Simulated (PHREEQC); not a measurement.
## Nickel, zinc or cadmium bath

Consider water at 25 °C with 0.012 mol CdCl2 and 0.00052 mol NiCl2 per kg of water. Closed to the air; pH follows from the charge balance.

Equilibrium calculation in PHREEQC: ion-association model, wateq4f.dat.

Each row changes one thing in this solution. This is a speciation only: nothing precipitates in the calculation.

```tsv
case	pH	ionic strength (mol/kgw)	Cl- (mol/kgw)	Cd+2 (mol/kgw)	CdCl+ (mol/kgw)	CdCl2 (mol/kgw)	SI of CdOHCl (CdOHCl)
as made	5.84	0.0251	0.0186	0.00594	0.00573	0.000325	-1.97
CdCl2 from 0.012 to 0.0024 mol/kgw	6.21	0.00749	[?]	0.00178	0.000612	1.10e-5	-2.54
CdCl2 from 0.012 to 0.06 mol/kgw	5.48	0.0848	[?]	[?]	0.0381	0.00658	-1.54
NiCl2 from 0.00052 to 0.00078 mol/kgw	5.83	0.0257	0.0191	0.00588	0.00578	0.000335	-1.97
temperature from 25 to 85 °C	5.38	0.0245	0.0183	0.00569	[?]	0.000382	-1.58
0.00043 mol/kgw HBr added	3.42	[?]	0.0187	0.00587	0.00567	0.000322	-4.39
NiCl2 from 0.00052 to 0.000572 mol/kgw	5.84	0.0252	0.0187	0.00593	0.00574	0.000327	-1.97
```

Task: Complete the blanks.

Result: 
- CdCl2 from 0.012 to 0.0024 mol/kgw, Cl- (mol/kgw): 0.00520
- CdCl2 from 0.012 to 0.06 mol/kgw, Cl- (mol/kgw): 0.0689
- CdCl2 from 0.012 to 0.06 mol/kgw, Cd+2 (mol/kgw): 0.0151
- temperature from 25 to 85 °C, CdCl+ (mol/kgw): 0.00592
- 0.00043 mol/kgw HBr added, ionic strength (mol/kgw): 0.0254

At this temperature some constants are extrapolated from 25 °C, and those without enthalpy data are left unchanged.
